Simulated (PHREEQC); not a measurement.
1 kg of water holding 0.15 mol Na2SO4, 0.032 mol NaCl and 0.071 mol KCl is evaporated at 40 °C; the solids stay in contact with the brine. The system is closed to CO2. The run lets Arcanite, Glaserite, Halite, Mirabilite, Misenite, Sylvite, Thenardite precipitate or redissolve, and no other solid.

All values are PHREEQC results (Pitzer model, pitzer.dat), not measurements.

| water left (kg) | ionic strength | water activity | Thenardite (mol) | Halite (mol) | Glaserite (mol) | Cl in solution (mol/kgw) | K in solution (mol/kgw) |
|---|---|---|---|---|---|---|---|
| 1 | 0.553 | 0.991 | 0 | 0 | 0 | 0.103 | 0.0710 |
| 0.6755 | 0.819 | 0.986 | 0 | 0 | 0 | 0.152 | 0.105 |
| 0.4563 | 1.21 | 0.980 | 0 | 0 | 0 | 0.226 | 0.156 |
| 0.3082 | 1.79 | 0.971 | 0 | 0 | 0 | 0.334 | 0.230 |
| 0.2533 | 2.18 | 0.965 | 0 | 0 | 0 | 0.407 | 0.280 |
| 0.1711 | 3.23 | 0.949 | 0 | 0 | 0 | 0.602 | 0.415 |
| 0.1156 | 4.78 | 0.925 | 0 | 0 | 0 | 0.891 | 0.614 |
| 0.07809 | 7.08 | 0.885 | 0 | 0 | 0 | 1.32 | 0.909 |
| 0.05275 | 9.57 | 0.834 | 0.00359 | 0 | 0.00619 | 1.95 | 0.994 |
| 0.04335 | 9.19 | 0.826 | 0.0330 | 0 | 0.00927 | 2.38 | 0.996 |
| 0.0293 | 8.47 | 0.802 | 0.0746 | 0 | 0.0135 | 3.52 | 1.04 |
| 0.01979 | 8.17 | 0.757 | 0.0990 | 0 | 0.0157 | 5.21 | 1.20 |
| 0.01337 | 8.39 | 0.723 | 0.106 | 0.0191 | 0.0175 | 6.28 | 1.38 |

Glaserite from water left = 0.06418 kg; Thenardite from water left = 0.05275 kg; Halite from water left = 0.01627 kg.

At this temperature some constants are extrapolated from 25 °C, and those without enthalpy data are left unchanged.
